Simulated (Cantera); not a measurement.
## Gas-phase reforming

An isothermal, constant-pressure homogeneous reactor starts with CH4 : H2O = 1 : 2.7 (molar parts), at 2073 K and 760 Torr.

Detailed kinetics in Cantera: GRI-Mech 3.0 (53 species, 325 reactions).

```tsv
t (s)	x CH4	x H2O	x C2H4	x O2	x CH3
2.00e-5	0.190	0.695	0.0147	1.45e-7	0.0153
0.000112	0.0611	0.591	0.00219	3.46e-7	0.00509
0.000632	0.0168	0.499	0.000260	2.27e-7	0.00149
0.00356	0.00900	0.363	8.45e-5	1.06e-7	0.000682
0.0200	0.000787	0.283	1.23e-6	6.39e-8	5.40e-5
0.112	2.39e-9	0.281	<1e-12	6.49e-8	1.66e-10
0.632	2.39e-9	0.281	<1e-12	6.49e-8	1.66e-10
3.56	2.39e-9	0.281	<1e-12	6.49e-8	1.66e-10
20.0	2.39e-9	0.281	<1e-12	6.49e-8	1.66e-10
```
x: mole fraction; the columns are a selection and need not sum to one.

Equilibrium at this temperature and pressure: CH4 2.82e-9, H2O 0.281, C2H4 <1e-12, O2 6.49e-8, CH3 1.97e-10 (gas phase only).
